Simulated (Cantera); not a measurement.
Input (Python, Cantera) and output of one run.

```python
import numpy as np
import cantera as ct

gas_names = """
    O O2 O3 S SO SO2 SO3 S2 S2O S8
""".split()
cond_names = """
    S(cr1) S(cr2) S(L)
""".split()


def load(file, names, dense=False):
    # The tables refer to 1 bar. Condensed volumes are neglected.
    table = {s.name: s for s in ct.Species.list_from_file(file)}
    out = []
    for n in names:
        d = dict(table[n].input_data)
        d["thermo"] = dict(d["thermo"], **{"reference-pressure": 1e5})
        if dense:
            d["equation-of-state"] = {"model": "constant-volume", "density": "1e6 g/cm^3"}
        out.append(ct.Species.from_dict(d))
    return out


gas = ct.Solution(thermo="ideal-gas", species=load("nasa_gas.yaml", gas_names))
cond = {s.name: ct.Solution(thermo="fixed-stoichiometry", species=[s], name=s.name)
        for s in load("nasa_condensed.yaml", cond_names, dense=True)}
atoms = {
    'SO2': {'S': 1, 'O': 2},
}
top_T = {}  # K; cautious upper limits of use, not melting points


def equilibrate(T, P, feed):
    n = {}
    for name, mol in feed.items():
        for a, k in atoms[name].items():
            n[a] = n.get(a, 0.0) + k * mol
    gas.TPX = T, P, n
    mass = sum(n.values()) * gas.mean_molecular_weight
    gas.equilibrate("TP")
    valid = [c for c in cond.values() if c.min_temp <= T <= top_T.get(c.name, c.max_temp)]
    mix = ct.Mixture([(gas, mass / gas.mean_molecular_weight)] + [(c, 0.0) for c in valid])
    mix.T, mix.P = T, P
    mix.equilibrate("TP", solver="vcs", rtol=1e-11, max_steps=5000)
    return mix


results = []
feed = {'SO2': 1}  # mol
T = 2348  # K
P = 101325  # Pa
mix = equilibrate(T, P, feed)
results.append((T, P, feed, dict(zip(mix.species_names, mix.species_moles))))
x = sorted(zip(gas.X, gas.species_names), reverse=True)
print(f"T = {T:g} K  P = {P:g} Pa  gas = {mix.phase_moles(0):.4g} mol")
print("   x: " + "  ".join(f"{s} {v:.3e}" for v, s in x if v > 1e-05))
print("   condensed (mol): " + ("  ".join(f"{mix.phase(i).name} {mix.phase_moles(i):.4g}"
      for i in range(1, mix.n_phases) if mix.phase_moles(i) > 1e-12) or "none"))
```

Output:

```
T = 2348 K  P = 101325 Pa  gas = 1.011 mol
   x: SO2 9.680e-01  SO 2.079e-02  O2 1.016e-02  O 6.537e-04  SO3 2.413e-04  S 1.210e-04  S2 3.008e-05  S2O 1.767e-05
   condensed (mol): none
```

Cantera equilibrium calculation (NASA polynomials, part measured and part estimated; ideal gas, pure solids and liquids).
